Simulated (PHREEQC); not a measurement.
Make-up at 20 °C: 0.15 mol KOH and 5.6e-05 mol H3BO3 per kg of water. Closed to the air; pH follows from the charge balance.

Computed with PHREEQC (ion-association model, phreeqc.dat).

```
Property                      Value
--------------------  -------------
pH                            13.21
ionic strength        0.150 mol/kgw
specific conductance    29300 µS/cm
density                 1.006 g/cm³
total alkalinity         150 meq/kg
```

```csv
species,molality,activity,log γ
K+,0.150,0.110,-0.133
OH-,0.150,0.110,-0.136
H2BO3-,5.60e-5,4.26e-5,-0.118
H3BO3,4.87e-9,5.05e-9,0.015
```

This is a speciation only: nothing precipitates in the calculation.
